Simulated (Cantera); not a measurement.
Feed: 1 mol TEOS, a varied amount of CO2, equilibrated at 1748 K and 0.180 bar.

Method: chemical equilibrium by Gibbs-energy minimisation in Cantera with the NASA 1993 tables (ideal gas, pure condensed phases). Candidate condensed phases: C, C6H6, C7H8, C8H18, H2O, Si, SiC, SiO2; 123 gas species. The feed counts by its element totals alone. The tables hold silica as quartz up to 1696 K and as liquid above; real silica turns to tridymite and cristobalite and melts near 1996 K. Gases not in the tables: Si(OH)4. Rates play no part.

Task: Which condensed phases are stable at each of these points (n(CO2) (mol)): 0.48, 0.74, 1.1, 1.8, 2.7, 4.2, 6.4, 9.9, 15?

Result: 
```tsv
n(CO2) (mol)	condensed phases	Si condensed (%)
0.48	C(graphite) + SiC(s)	97.6
0.74	C(graphite) + SiC(s)	97.4
1.1	C(graphite) + SiC(s)	97.1
1.8	C(graphite) + SiC(s)	96.4
2.7	C(graphite) + SiC(s)	95.5
4.2	SiC(s)	40.1
6.4	SiO2(condensed)	99.6
9.9	SiO2(condensed)	100.0
15	SiO2(condensed)	100.0
```

From 0.48 mol CO2 to 2.7 mol CO2 the condensed part is C(graphite) + SiC(s). At 4.2 mol CO2 the condensed part is SiC(s). From 6.4 mol CO2 to 15 mol CO2 the condensed part is SiO2(condensed).
